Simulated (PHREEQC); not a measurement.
A column of 0.1 m (30 cells, dispersivity 0.005 m, 720 s a shift, diffusion coefficient 3e-10 m²/s) holds 0.0018 eq of the database's cation exchanger X per kg of pore water, first in equilibrium with 0.00089 mol/kgw SrCl2, 0.0014 mol/kgw MnCl2, 0.047 mol/kgw CdCl2 and 1e-05 mol/kgw HCl. It is flushed with 0.00056 mol/kgw MnCl2 and 1e-05 mol/kgw HCl, at 25 °C. Values are for the last cell. CO2 from the air is kept out. Precipitation was switched off in this run.

Model: ion-association model, phreeqc.dat, run in PHREEQC.

```
pore volumes  Cd in solution (mol/kgw)  Sr in solution (mol/kgw)  Cl in solution (mol/kgw)  Mn in solution (mol/kgw)  MnX2 on the exchanger (mol/kgw)
------------  ------------------------  ------------------------  ------------------------  ------------------------  -------------------------------
0                               0.0470                  0.000890                    0.0986                   0.00140                          4.06e-5
0.2167                          0.0470                  0.000890                    0.0986                   0.00140                          4.06e-5
0.4167                          0.0469                  0.000888                    0.0983                   0.00140                          4.06e-5
0.8167                          0.0323                  0.000646                    0.0681                   0.00112                          4.08e-5
1.017                           0.0196                  0.000417                    0.0418                  0.000854                          4.27e-5
1.217                           0.0103                  0.000236                    0.0223                  0.000622                          4.79e-5
1.417                          0.00497                  0.000124                    0.0111                  0.000448                          5.81e-5
1.617                          0.00236                   6.40e-5                   0.00551                  0.000327                          7.53e-5
2.017                         0.000694                   2.12e-5                   0.00187                  0.000216                         0.000135
2.217                         0.000479                   1.51e-5                   0.00142                  0.000212                         0.000177
2.417                         0.000376                   1.22e-5                   0.00124                  0.000229                         0.000225
2.617                         0.000314                   1.05e-5                   0.00117                  0.000257                         0.000277
2.817                         0.000270                   9.37e-6                   0.00115                  0.000289                         0.000331
3.217                         0.000202                   7.60e-6                   0.00113                  0.000351                         0.000436
3.417                         0.000175                   6.88e-6                   0.00113                  0.000378                         0.000485
3.617                         0.000151                   6.23e-6                   0.00113                  0.000403                         0.000530
3.817                         0.000130                   5.63e-6                   0.00113                  0.000424                         0.000573
4.017                         0.000112                   5.10e-6                   0.00113                  0.000443                         0.000611
4.417                          8.21e-5                   4.16e-6                   0.00113                  0.000474                         0.000679
4.617                          7.00e-5                   3.76e-6                   0.00113                  0.000486                         0.000708
4.817                          5.96e-5                   3.38e-6                   0.00113                  0.000497                         0.000733
5.017                          5.06e-5                   3.04e-6                   0.00113                  0.000506                         0.000756
5.217                          4.28e-5                   2.73e-6                   0.00113                  0.000514                         0.000776
5.617                          3.04e-5                   2.19e-6                   0.00113                  0.000527                         0.000810
5.817                          2.56e-5                   1.95e-6                   0.00113                  0.000532                         0.000823
6.017                          2.14e-5                   1.73e-6                   0.00113                  0.000537                         0.000835
```
